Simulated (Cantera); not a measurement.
What does this Cantera script print?

```python
import numpy as np
import cantera as ct

gas_names = """
    H HO2 H2 H2O H2O2 H2S H2SO4 O OH O2 O3 S SH SO SO2 SO3 S2 S2O S8
""".split()
cond_names = """
    H2O(s) H2O(L) H2SO4(L) S(cr1) S(cr2) S(L)
""".split()


def load(file, names, dense=False):
    # The tables refer to 1 bar. Condensed volumes are neglected.
    table = {s.name: s for s in ct.Species.list_from_file(file)}
    out = []
    for n in names:
        d = dict(table[n].input_data)
        d["thermo"] = dict(d["thermo"], **{"reference-pressure": 1e5})
        if dense:
            d["equation-of-state"] = {"model": "constant-volume", "density": "1e6 g/cm^3"}
        out.append(ct.Species.from_dict(d))
    return out


gas = ct.Solution(thermo="ideal-gas", species=load("nasa_gas.yaml", gas_names))
cond = {s.name: ct.Solution(thermo="fixed-stoichiometry", species=[s], name=s.name)
        for s in load("nasa_condensed.yaml", cond_names, dense=True)}
atoms = {
    'S': {'S': 1},
    'SO2': {'S': 1, 'O': 2},
    'H2': {'H': 2},
}
top_T = {}  # K; cautious upper limits of use, not melting points


def equilibrate(T, P, feed):
    n = {}
    for name, mol in feed.items():
        for a, k in atoms[name].items():
            n[a] = n.get(a, 0.0) + k * mol
    gas.TPX = T, P, n
    mass = sum(n.values()) * gas.mean_molecular_weight
    gas.equilibrate("TP")
    valid = [c for c in cond.values() if c.min_temp <= T <= top_T.get(c.name, c.max_temp)]
    mix = ct.Mixture([(gas, mass / gas.mean_molecular_weight)] + [(c, 0.0) for c in valid])
    mix.T, mix.P = T, P
    mix.equilibrate("TP", solver="vcs", rtol=1e-11, max_steps=5000)
    return mix


results = []
feed = {'S': 1, 'SO2': 0.51, 'H2': 3.2}  # mol
P = 100000  # Pa
for T in [1248, 1323, 1398, 1473, 1548, 1623, 1698, 1773, 1848, 1923]:
    mix = equilibrate(T, P, feed)
    results.append((T, P, feed, dict(zip(mix.species_names, mix.species_moles))))

top = {s: max(r[3][s] / sum(r[3][g] for g in gas_names) for r in results) for s in gas_names}
cols = sorted((s for s in top if top[s] > 0.001), key=lambda s: -top[s])[:5]
seen = [c for c in cond_names if any(r[3].get(c, 0) > 1e-12 for r in results)]
print("log10 of partial pressures in bar; condensed amounts in mol")
print(f"{'T/K':>10s}" + "".join(f"{s[:9]:>10s}" for s in cols + seen))
for T, P, feed, n in results:
    ng = sum(n[g] for g in gas_names)
    print(f"{T:10.4g}" + "".join(f"{np.log10(max(n[s] / ng * P / 1e5, 1e-99)):10.3f}" for s in cols)
          + "".join(f"{n.get(c, 0):10.4g}" for c in seen))
```

Output:

```
log10 of partial pressures in bar; condensed amounts in mol
       T/K        H2       H2S       H2O        S2        SH
      1248    -0.629    -0.360    -0.503    -1.854    -3.555
      1323    -0.589    -0.393    -0.509    -1.573    -3.217
      1398    -0.542    -0.438    -0.517    -1.372    -2.936
      1473    -0.498    -0.493    -0.525    -1.226    -2.700
      1548    -0.457    -0.555    -0.534    -1.120    -2.499
      1623    -0.423    -0.622    -0.543    -1.041    -2.327
      1698    -0.394    -0.693    -0.552    -0.982    -2.178
      1773    -0.370    -0.766    -0.561    -0.939    -2.048
      1848    -0.351    -0.839    -0.570    -0.908    -1.934
      1923    -0.335    -0.913    -0.579    -0.886    -1.834
```

These are equilibrium values from Cantera (NASA tables, ideal gas, pure condensed phases), not measurements of a reactor. Gases not in the tables: S3 to S7.
